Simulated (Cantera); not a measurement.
A perfectly stirred reactor is fed with 21.2 % CO, 2.34 % H2, 0.850 % CH4, 15.9 % O2, 59.7 % N2, equivalence ratio 0.85, at 42000 Pa; it is adiabatic with a 350 K inlet, and is followed from long to short residence time, starting on the burning branch (τ in s: 0.095, 0.039, 0.016, 0.0065, 0.0026, 0.0011, 0.00044, 0.00018, 7.3e-05, 3e-05, 1.2e-05).

Model: GRI-Mech 3.0 (53 species, 325 reactions), integrated in Cantera.

x: mole fraction; the columns are a selection and need not sum to one.

```
τ (s)    T (K)    x CO     x H2    x CH4      x NO   x H2O    x C2H4    x C2H2
-------  -----  ------  -------  -------  --------  ------  --------  --------
0.095     2170  0.0308  0.00113  4.58e-7   0.00173  0.0411    <1e-12    <1e-12
0.039     2090     [?]      [?]      [?]       [?]  0.0397  1.15e-12    <1e-12
0.016     1990  0.0499  0.00210  1.65e-6  0.000277  0.0378  2.35e-12    <1e-12
0.0065    1871  0.0601  0.00274  3.37e-6  0.000120  0.0354  5.48e-12  1.09e-12
0.0026    1734     [?]      [?]      [?]       [?]     [?]  1.56e-11  2.29e-12
0.0011    1588  0.0798  0.00380  1.89e-5   5.30e-5  0.0293  5.35e-11  6.19e-12
0.00044   1379   0.105  0.00402  8.13e-5   1.97e-5  0.0280  4.60e-10  3.18e-11
0.00018    350   0.212   0.0234  0.00850    <1e-12  <1e-12    <1e-12    <1e-12
7.3e-5     350   0.212   0.0234  0.00850    <1e-12  <1e-12    <1e-12    <1e-12
3.0e-5     350   0.212   0.0234  0.00850    <1e-12  <1e-12    <1e-12    <1e-12
1.2e-5     350   0.212   0.0234  0.00850    <1e-12  <1e-12    <1e-12    <1e-12
```

Q: Complete the blanks.

A: 
- 0.039, x CO: 0.0398
- 0.039, x H2: 0.00155
- 0.039, x CH4: 8.58e-7
- 0.039, x NO: 0.000762
- 0.0026, x CO: 0.0698
- 0.0026, x H2: 0.00338
- 0.0026, x CH4: 7.62e-6
- 0.0026, x NO: 7.63e-5
- 0.0026, x H2O: 0.0324
